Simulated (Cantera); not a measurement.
A Cantera script and its output.

```python
import numpy as np
import cantera as ct

gas = ct.Solution("gri30.yaml")
gas.TPX = 973, 23000, {'CH4': 1, 'C2H6': 0.052, 'O2': 1.82, 'N2': 6.84}
reactor = ct.IdealGasReactor(gas, energy="on", clone=False)
net = ct.ReactorNet([reactor])
net.rtol, net.atol = 1e-08, 1e-16
show = ['CH4', 'C2H6', 'O2', 'H2', 'NO', 'O']
times = np.geomspace(5e-06, 7, 15)

steps = ct.SolutionArray(gas, extra=["t"])
rows = []
print(f"{'t/s':>10s}{'T/K':>9s}{'P/Pa':>11s}" + "".join(f"{s:>11s}" for s in show))
for t in times:
    while net.time < t:
        t_next = net.step()
        steps.append(gas.state, t=t_next)
    rows.append([np.interp(t, steps.t, y) for y in (steps.T, steps.P, *steps(*show).X.T)])
    print(f"{t:10.3e}{rows[-1][0]:9.1f}{rows[-1][1]:11.4g}" + "".join(f"{x:11.3e}" for x in rows[-1][2:]))
rate = np.gradient(steps.T, steps.t)
print("integrator steps:", len(steps.t))
if steps.T.max() > steps.T[0] + 200:
    print(f"time of steepest temperature rise: {steps.t[rate.argmax()]:.4e} s")
gas.TPX = 973, 23000, {'CH4': 1, 'C2H6': 0.052, 'O2': 1.82, 'N2': 6.84}
gas.equilibrate("UV")
print(f"equilibrium (UV): T = {gas.T:.1f} K  " + "  ".join(f"{s} {gas[s].X[0]:.3e}" for s in show))
```

It prints:

```
       t/s      T/K       P/Pa        CH4       C2H6         O2         H2         NO          O
 5.000e-06    973.0    2.3e+04  1.030e-01  5.354e-03  1.874e-01  5.000e-16  1.475e-30  2.048e-16
 1.374e-05    973.0    2.3e+04  1.030e-01  5.354e-03  1.874e-01  2.885e-15  1.809e-29  9.455e-16
 3.776e-05    973.0    2.3e+04  1.030e-01  5.354e-03  1.874e-01  1.515e-14  2.147e-28  3.064e-15
 1.038e-04    973.0    2.3e+04  1.030e-01  5.354e-03  1.874e-01  7.814e-14  1.881e-27  8.399e-15
 2.851e-04    973.0    2.3e+04  1.030e-01  5.354e-03  1.874e-01  4.717e-13  1.481e-26  2.298e-14
 7.835e-04    973.0    2.3e+04  1.030e-01  5.354e-03  1.874e-01  3.239e-12  1.136e-25  6.235e-14
 2.153e-03    973.0    2.3e+04  1.030e-01  5.354e-03  1.874e-01  2.306e-11  8.344e-25  1.657e-13
 5.916e-03    973.0    2.3e+04  1.030e-01  5.354e-03  1.874e-01  1.699e-10  5.990e-24  4.209e-13
 1.626e-02    973.0    2.3e+04  1.030e-01  5.354e-03  1.874e-01  1.321e-09  4.088e-23  1.011e-12
 4.467e-02    973.0    2.3e+04  1.030e-01  5.354e-03  1.874e-01  1.282e-08  2.970e-22  2.832e-12
 1.228e-01    973.0    2.3e+04  1.030e-01  5.353e-03  1.874e-01  2.773e-07  6.685e-21  2.417e-11
 3.373e-01    973.6  2.301e+04  1.029e-01  5.320e-03  1.873e-01  2.395e-05  3.335e-18  5.301e-10
 9.270e-01    993.1   2.35e+04  1.005e-01  4.771e-03  1.849e-01  8.477e-04  6.598e-16  1.097e-08
 2.547e+00   2685.5   6.78e+04  8.540e-15  9.734e-29  6.923e-03  3.265e-02  5.179e-03  3.451e-03
 7.000e+00   2685.5   6.78e+04  8.540e-15  9.734e-29  6.923e-03  3.265e-02  5.179e-03  3.451e-03
integrator steps: 2610
time of steepest temperature rise: 1.0260e+00 s
equilibrium (UV): T = 2685.5 K  CH4 1.076e-14  C2H6 1.460e-28  O2 6.923e-03  H2 3.265e-02  NO 5.179e-03  O 3.451e-03
```

Detailed kinetics in Cantera: GRI-Mech 3.0 (53 species, 325 reactions). Below about 1000 K GRI-Mech 3.0 lacks low-temperature oxidation paths.
